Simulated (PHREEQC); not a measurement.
Consider water at 50 °C with 0.041 mol/kgw NaOH and 0.0039 mol/kgw Na2SiO3. Closed to the air; pH follows from the charge balance.

Equilibrium calculation in PHREEQC: ion-association model, wateq4f.dat.

| Quantity | Result |
|---|---|
| pH | 11.82 |
| ionic strength | 0.0498 mol/kgw |
| total alkalinity | 48.8 meq/kg |

| species | molality | activity | log γ |
|---|---|---|---|
| Na+ | 0.0488 | 0.0398 | -0.088 |
| OH- | 0.0440 | 0.0353 | -0.095 |
| H3SiO4- | 0.00293 | 0.00237 | -0.092 |
| H2SiO4-2 | 0.000959 | 0.000438 | -0.341 |
| H4SiO4 | 1.13e-5 | 1.15e-5 | 0.005 |

Precipitation was switched off in this run. Species that the database lacks are ignored. Away from 25 °C the constants follow the database's enthalpies or fits; those with neither stay at their 25 °C values.
